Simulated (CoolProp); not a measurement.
R143a along the isobar 4870 kPa: density (kg/m³) from the reference equation and from simpler models built on Tc = 72.7 °C, pc = 3762 kPa, ω = 0.261; each cubic takes its own stable root.

The numbers come from the reference Helmholtz-energy equation of state, Lemmon and Jacobsen 2000 in CoolProp.

```json
[
 {"T (°C)": "-12.95", "phase": "liquid", "reference": "1085", "van der Waals": "628.8", "Redlich-Kwong": "(withheld)", "Soave-Redlich-Kwong": "920.7", "Peng-Robinson": "1040"},
 {"T (°C)": "3.55", "phase": "liquid", "reference": "1035", "van der Waals": "603.9", "Redlich-Kwong": "839.9", "Soave-Redlich-Kwong": "873.1", "Peng-Robinson": "987.0"},
 {"T (°C)": "20.05", "phase": "liquid", "reference": "(withheld)", "van der Waals": "576.2", "Redlich-Kwong": "787.0", "Soave-Redlich-Kwong": "818.4", "Peng-Robinson": "924.7"},
 {"T (°C)": "36.65", "phase": "liquid", "reference": "(withheld)", "van der Waals": "544.3", "Redlich-Kwong": "(withheld)", "Soave-Redlich-Kwong": "753.2", "Peng-Robinson": "849.6"},
 {"T (°C)": "53.15", "phase": "liquid", "reference": "838.6", "van der Waals": "506.5", "Redlich-Kwong": "653.1", "Soave-Redlich-Kwong": "672.9", "Peng-Robinson": "755.8"},
 {"T (°C)": "69.65", "phase": "liquid", "reference": "727.8", "van der Waals": "458.1", "Redlich-Kwong": "557.7", "Soave-Redlich-Kwong": "562.4", "Peng-Robinson": "624.9"},
 {"T (°C)": "86.15", "phase": "supercritical", "reference": "434.8", "van der Waals": "384.3", "Redlich-Kwong": "397.5", "Soave-Redlich-Kwong": "357.2", "Peng-Robinson": "381.9"},
 {"T (°C)": "102.65", "phase": "supercritical", "reference": "241.7", "van der Waals": "263.4", "Redlich-Kwong": "245.3", "Soave-Redlich-Kwong": "225.4", "Peng-Robinson": "237.9"},
 {"T (°C)": "119.25", "phase": "supercritical", "reference": "194.8", "van der Waals": "205.9", "Redlich-Kwong": "197.9", "Soave-Redlich-Kwong": "184.6", "Peng-Robinson": "193.6"},
 {"T (°C)": "135.75", "phase": "supercritical", "reference": "169.5", "van der Waals": "178.1", "Redlich-Kwong": "172.5", "Soave-Redlich-Kwong": "161.8", "Peng-Robinson": "168.9"},
 {"T (°C)": "152.25", "phase": "supercritical", "reference": "152.4", "van der Waals": "160.0", "Redlich-Kwong": "155.3", "Soave-Redlich-Kwong": "146.2", "Peng-Robinson": "152.0"}
]
```

**Question.** Fill in the missing entries.

**Answer.** 
- -12.95, Redlich-Kwong: 887.2
- 20.05, reference: 980.2
- 36.65, reference: 916.5
- 36.65, Redlich-Kwong: 725.9
